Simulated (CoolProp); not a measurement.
Vapour-liquid equilibrium of toluene (1) + n-octane (2) at 485.3 K; x and y are mole fractions of (1).

The numbers come from the multi-fluid Helmholtz-energy mixture model, Lemmon 2006 and Beckmüller 2019; pair parameters Bell 2016 in CoolProp.

Question: Give the bubble pressure and the first vapour's composition at x = 0.35, 0.45, 0.75. Is there an azeotrope?

Answer: x = 0.35: 8.067 bar, y = 0.415; x = 0.45: 8.339 bar, y = 0.512; x = 0.75: 8.966 bar, y = 0.777. No azeotrope shows between x = 0.05 and 0.95.

The pair parameters rest on a limited set of measurements; away from them the model extrapolates.
